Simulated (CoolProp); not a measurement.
Vapour-liquid equilibrium of n-octane (1) + o-xylene (2) at 575 kPa; x and y are mole fractions of (1).

Model: multi-fluid Helmholtz-energy mixture model, Beckmüller 2019 and Zhou 2012; pair parameters Bell 2016, in CoolProp.

**Question.** Give the bubble temperature and the first vapour's composition at x = 0.35, 0.55, 0.75. Is there an azeotrope?

**Answer.** x = 0.35: 488.2 K, y = 0.432; x = 0.55: 483.7 K, y = 0.628; x = 0.75: 479.8 K, y = 0.802. No azeotrope shows between x = 0.05 and 0.95.

Pair parameters are fitted to limited data, so mixtures are less certain than the pure fluids.
